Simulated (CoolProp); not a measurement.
Vapour-liquid equilibrium of dimethyl ether (1) + R227EA (2) at 222.2 K; x and y are mole fractions of (1).

Computed with CoolProp (multi-fluid Helmholtz-energy mixture model, Wu 2011 and Lemmon 2016; pair parameters Bell 2016).

```csv
x,"bubble pressure, mixture model (MPa)","bubble pressure, Raoult's law (MPa)","y, mixture model","y, Raoult's law"
0.05,0.01631,0.01760,0.014,0.079
0.125,0.01508,0.01840,0.055,0.188
0.2,0.01406,0.01920,0.132,0.289
0.275,0.01351,0.02000,0.248,0.381
0.35,0.01356,0.02080,0.393,0.467
0.425,0.01425,0.02160,0.543,0.546
0.5,0.01548,0.02239,0.674,0.619
0.575,0.01712,0.02319,0.777,0.687
0.65,0.01900,0.02399,0.852,0.751
0.725,0.02097,0.02479,0.905,0.811
0.8,0.02292,0.02559,0.943,0.867
0.875,0.02480,0.02639,0.969,0.919
0.95,0.02658,0.02719,0.989,0.969
```

The largest gap from Raoult's law is -34.8 % in bubble pressure, at x = 0.35. y crosses x between x = 0.275 and 0.35: the model has an azeotrope there.

Pair parameters are fitted to limited data, so mixtures are less certain than the pure fluids.
